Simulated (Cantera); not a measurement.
Feed: 1 mol SiCl4, 0.013 mol CH4, 1000 mol H2, equilibrated at 877 °C and 1.20 mbar.

Equilibrium computed with Cantera from the NASA thermochemical tables; the gas is ideal and each condensed phase is pure. Candidate condensed phases: C, C6H6, C7H8, C8H18, Si, SiC; 109 gas species. Mutual solubility and eutectic melting of coexisting phases are not modelled. The numbers say what is thermodynamically allowed, not how fast it happens.

Base state: H2 0.996, HCl 0.00392, SiCl2 3.40e-5 (mole fractions); condensed: Si(s) + SiC(s).

Problem. What changes in the equilibrium state with this change: temperature from 877 °C to 1725 °C?

Solution. 
```tsv
species	before	after
H2	0.996	0.950
H	2.15e-6	0.0452
HCl	0.00392	0.00376
Si	<1e-9	0.000942
SiH	<1e-9	2.17e-5
Cl	7.46e-9	0.000133
SiCl2	3.40e-5	9.47e-7
Si(s), mol	0.953	0
SiC(s), mol	0.0130	0
```

Problem. What changes in the equilibrium state with this change: SiCl4 replaced by (CH3)2SiCl2?

Solution. 
```tsv
species	before	after
H2	0.996	0.998
HCl	0.00392	0.00199
CH4	3.42e-8	2.80e-5
SiCl2	3.40e-5	1.07e-8
Si(s), mol	0.953	0
SiC(s), mol	0.0130	1.000
C(graphite), mol	0	0.985
```
The feed counts by its element totals alone.
